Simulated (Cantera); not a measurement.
Cantera run:

```python
import numpy as np
import cantera as ct

gas_names = """
    CL CL2 H HCL H2 Si SiCL SiCL2 SiCL3 SiCL4 SiH SiHCL3 SiH2 SiH2CL2 SiH3 SiH3CL SiH4 Si2 Si3
""".split()
cond_names = """
    Si(cr) Si(L)
""".split()


def load(file, names, dense=False):
    # The tables refer to 1 bar. Condensed volumes are neglected.
    table = {s.name: s for s in ct.Species.list_from_file(file)}
    out = []
    for n in names:
        d = dict(table[n].input_data)
        d["thermo"] = dict(d["thermo"], **{"reference-pressure": 1e5})
        if dense:
            d["equation-of-state"] = {"model": "constant-volume", "density": "1e6 g/cm^3"}
        out.append(ct.Species.from_dict(d))
    return out


gas = ct.Solution(thermo="ideal-gas", species=load("nasa_gas.yaml", gas_names))
cond = {s.name: ct.Solution(thermo="fixed-stoichiometry", species=[s], name=s.name)
        for s in load("nasa_condensed.yaml", cond_names, dense=True)}
atoms = {
    'SiHCl3': {'Si': 1, 'H': 1, 'CL': 3},
    'H2': {'H': 2},
}
top_T = {}  # K; cautious upper limits of use, not melting points


def equilibrate(T, P, feed):
    n = {}
    for name, mol in feed.items():
        for a, k in atoms[name].items():
            n[a] = n.get(a, 0.0) + k * mol
    gas.TPX = T, P, n
    mass = sum(n.values()) * gas.mean_molecular_weight
    gas.equilibrate("TP")
    valid = [c for c in cond.values() if c.min_temp <= T <= top_T.get(c.name, c.max_temp)]
    mix = ct.Mixture([(gas, mass / gas.mean_molecular_weight)] + [(c, 0.0) for c in valid])
    mix.T, mix.P = T, P
    mix.equilibrate("TP", solver="vcs", rtol=1e-11, max_steps=5000)
    return mix


results = []
feed = {'SiHCl3': 1, 'H2': 45}  # mol
T = 1498.15  # K
P = 1300  # Pa
mix = equilibrate(T, P, feed)
results.append((T, P, feed, dict(zip(mix.species_names, mix.species_moles))))
x = sorted(zip(gas.X, gas.species_names), reverse=True)
print(f"T = {T:g} K  P = {P:g} Pa  gas = {mix.phase_moles(0):.4g} mol")
print("   x: " + "  ".join(f"{s} {v:.3e}" for v, s in x if v > 0.001))
print("   condensed (mol): " + ("  ".join(f"{mix.phase(i).name} {mix.phase_moles(i):.4g}"
      for i in range(1, mix.n_phases) if mix.phase_moles(i) > 1e-12) or "none"))
```

Output:

```
T = 1498.15 K  P = 1300 Pa  gas = 47 mol
   x: H2 9.441e-01  HCL 4.787e-02  SiCL2 7.783e-03
   condensed (mol): Si(cr) 0.6279
```

Method: chemical equilibrium by Gibbs-energy minimisation in Cantera with the NASA 1993 tables (ideal gas, pure condensed phases). The tables' values for SiCl3 are old estimates; treat these amounts as uncertain.
